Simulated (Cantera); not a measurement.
# Thermodynamics of carbon deposition, reforming and gasification, feed C + NH₃ + N₂

A closed system holds: 1 mol C, 1.2 mol NH₃, a varied amount of N₂, held at 2723 K and 100 Torr.

Method: chemical equilibrium by Gibbs-energy minimisation in Cantera with the NASA 1993 tables (ideal gas, pure condensed phases). Candidate condensed phases: C, C₆H₆, C₇H₈, C₈H₁₈; 92 gas species. Kinetics and transport are ignored.

```
n(N₂) (mol)  log p N₂  log p H₂  log p H  log p HCN  log p HNC  n C(graphite)
-----------  --------  --------  -------  ---------  ---------  -------------
2.9             -1.09     -1.48    -1.95      -2.21      -3.04          0.623
4.2             -1.05     -1.58    -2.00      -2.24      -3.07          0.576
6               -1.01     -1.70    -2.06      -2.28      -3.11          0.523
8.7             -0.98     -1.85    -2.13      -2.34      -3.17          0.457
13              -0.95     -2.01    -2.22      -2.41      -3.24          0.372
18              -0.93     -2.16    -2.29      -2.48      -3.30          0.293
27              -0.92     -2.36    -2.39      -2.57      -3.40          0.180
38              -0.91     -2.54    -2.48      -2.65      -3.48         0.0702
```
log p: log10 of the partial pressure in bar; n: condensed amount in mol.

From 2.9 mol N₂ to 38 mol N₂ the condensed part is C(graphite). The main C-bearing gas is HCN throughout. The share of C in condensed phases is highest at 2.9 mol N₂ (62.3 %) and lowest at 38 mol N₂ (7.0 %).
